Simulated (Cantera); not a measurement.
Input: 1 mol CuO, 0.47 mol CH4, 4.4 mol H2, equilibrated at 2125 °C and 0.100 bar.

Equilibrium computed with Cantera from the NASA thermochemical tables; the gas is ideal and each condensed phase is pure. Candidate condensed phases: C, C6H6, C7H8, C8H18, Cu, CuO, Cu(OH)2, Cu2O, H2O; 113 gas species. Equilibrium is a limit: real reactors are often held back by kinetics, nucleation or transport.

Base state: H2 0.673, Cu 0.143, H2O 0.0741, CO 0.0664, H 0.0409, CO2 0.00124, OH 0.000826, Cu2 0.000276 (mole fractions); condensed: gas only.

Q: What changes in the equilibrium state with this change: H2 from 4.4 to 1.9 mol?

A: 
```tsv
species	before	after
H2	0.673	0.513
Cu	0.143	0.226
H2O	0.0741	0.115
CO	0.0664	0.103
H	0.0409	0.0357
CuO	4.33e-6	1.40e-5
CO2	0.00124	0.00392
```
